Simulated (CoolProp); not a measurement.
Vapour-liquid equilibrium of ethane (1) + n-pentane (2) at 1.25 bar; x and y are mole fractions of (1).

The numbers come from the multi-fluid Helmholtz-energy mixture model, Bücker 2006 and Thol 2019; pair parameters Kunz 2012 in CoolProp.

Give the bubble temperature and the first vapour's composition at x = 0.5, 0.65, 0.8. Is there an azeotrope?

x = 0.5: 201.5 K, y = 0.999; x = 0.65: 196.5 K, y = 0.999; x = 0.8: 192.8 K, y = 1.000. No azeotrope shows between x = 0.05 and 0.95.

Pair parameters are fitted to limited data, so mixtures are less certain than the pure fluids. The gap from Raoult's law changes sign with composition, which may be real or a fault of the pair parameters; it wasn't checked against measurements.
